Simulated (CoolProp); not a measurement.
Values from CoolProp's reference Helmholtz-energy equation of state, Lemmon 2006. It is a short technical equation, of lower accuracy than the large ones.

Problem. Give the vapour pressure (kPa), vapour density (kg/m³), enthalpy of vaporisation (kJ/kg) of saturated n-decane at 536.1, 552.9 K.

Solution. 
| T (K) | p (kPa) | vapour density (kg/m³) | enthalpy of vaporisation (kJ/kg) |
|---|---|---|---|
| 536.1 | 630 | 26.1 | 206 |
| 552.9 | 828 | 35.7 | 187 |
